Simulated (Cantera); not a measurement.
A closed system holds: 1 mol Si₂Cl₆, 0.65 mol HCl, 48 mol N₂, equilibrated at 1548.15 K and 7.50 Torr.

Cantera equilibrium calculation (NASA polynomials, part measured and part estimated; ideal gas, pure solids and liquids). Candidate condensed phases: NH₄Cl, Si, Si₃N₄; 28 gas species. The feed counts by its element totals alone. The tables' values for SiCl₃ are old estimates; treat these amounts as uncertain. The numbers say what is thermodynamically allowed, not how fast it happens.

Base state: N₂ 0.947, SiCl₂ 0.0156, SiCl₄ 0.0148, HCl 0.0128, SiCl₃ 0.00908, Cl 0.000778, H₂ 1.64e-5 (mole fractions); condensed: gas only.

### Question
What changes in the equilibrium state with this change: pressure from 7.50 Torr to 750 Torr?

### Answer
```
species          before    after
-------------  --------  -------
N₂                0.947    0.953
SiCl₄            0.0148   0.0232
HCl              0.0128   0.0123
SiCl₂            0.0156  0.00449
Cl             0.000778  1.81e-5
SiHCl₃          2.32e-6  6.46e-5
Si₃N₄(s), mol         0    0.101
```

### Question
What changes in the equilibrium state with this change: temperature from 1548.15 K to 1000 K?

### Answer
| species | before | after |
|---|---|---|
| N₂ | 0.947 | 0.957 |
| SiCl₄ | 0.0148 | 0.0302 |
| HCl | 0.0128 | 0.0126 |
| SiCl₂ | 0.0156 | 1.63e-6 |
| Cl | 0.000778 | 1.73e-8 |
| SiCl₃ | 0.00908 | 4.51e-5 |
| H₂ | 1.64e-5 | 0.000235 |
| Si₃N₄(s), mol | 0 | 0.164 |
N₂ is the only nitrogen source here; it is nearly inert below about 1500 K, so the nitride shown seldom forms there in practice.

### Question
What changes in the equilibrium state with this change: temperature from 1548.15 K to 900 K?

### Answer
| species | before | after |
|---|---|---|
| N₂ | 0.947 | 0.957 |
| SiCl₄ | 0.0148 | 0.0303 |
| HCl | 0.0128 | 0.0125 |
| SiCl₂ | 0.0156 | 3.75e-8 |
| Cl | 0.000778 | <1e-9 |
| SiCl₃ | 0.00908 | 4.88e-6 |
| H₂ | 1.64e-5 | 0.000289 |
| Si₃N₄(s), mol | 0 | 0.164 |
N₂ is the only nitrogen source here; it is nearly inert below about 1500 K, so the nitride shown seldom forms there in practice.
